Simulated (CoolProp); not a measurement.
Model: reference Helmholtz-energy equation of state, Span 2003, in CoolProp. It is a short technical equation, of lower accuracy than the large ones.

Task: For n-heptane, give the phase and the density (kg/m³), isothermal compressibility (1/MPa), viscosity (µPa s), fugacity coefficient at 373.7 K and 13100 kPa; 380.4 K and 13100 kPa.

Result: 
- 373.7 K and 13100 kPa: liquid; density 632, isothermal compressibility 0.00212, viscosity 231, fugacity coefficient 0.0153
- 380.4 K and 13100 kPa: liquid; density 627, isothermal compressibility 0.00223, viscosity 220, fugacity coefficient 0.0182

Viscosity comes from a separate model (Michailidou 2014).
